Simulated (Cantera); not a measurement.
A perfectly stirred reactor is fed with C₃H₈ : O₂ : N₂ : H₂O = 1 : 9.8 : 36.9 : 1.5 (molar parts), equivalence ratio 0.51, at 500000 Pa; it is adiabatic with a 525 K inlet, and is followed from long to short residence time, starting on the burning branch (τ in s: 0.09, 0.025, 0.0069, 0.0019, 0.00053, 0.00015, 4.1e-05, 1.1e-05, 3.2e-06).

Model: GRI-Mech 3.0 (53 species, 325 reactions), integrated in Cantera. GRI-Mech 3.0 was tuned for natural gas; its chemistry of propane as a main component is partial and can be far from experiment.

x: mole fraction; the columns are a selection and need not sum to one.

```csv
τ (s),T (K),x C₃H₈,x O₂,x H₂O,x OH,x CO,x C₂H
0.090,1669,9.03e-7,0.0956,0.109,0.000324,0.000147,3.31e-10
0.025,1666,___,0.0957,0.109,___,___,8.30e-10
0.0069,1659,___,0.0960,0.109,___,___,___
0.0019,1645,1.54e-5,0.0967,0.109,0.000876,0.00233,3.80e-9
0.00053,1605,4.30e-5,0.0990,0.108,0.00103,0.00631,6.10e-9
0.00015,525,0.0203,0.199,0.0305,<1e-12,<1e-12,<1e-12
4.1e-5,525,0.0203,0.199,0.0305,<1e-12,<1e-12,<1e-12
1.1e-5,525,0.0203,0.199,0.0305,<1e-12,<1e-12,<1e-12
3.2e-6,525,0.0203,0.199,0.0305,<1e-12,<1e-12,<1e-12
```

Question: Some entries are withheld; supply them.

Answer: 
- 0.025, x C₃H₈: 2.39e-6
- 0.025, x OH: 0.000455
- 0.025, x CO: 0.000368
- 0.0069, x C₃H₈: 6.09e-6
- 0.0069, x OH: 0.000643
- 0.0069, x CO: 0.000918
- 0.0069, x C₂H: 1.89e-9
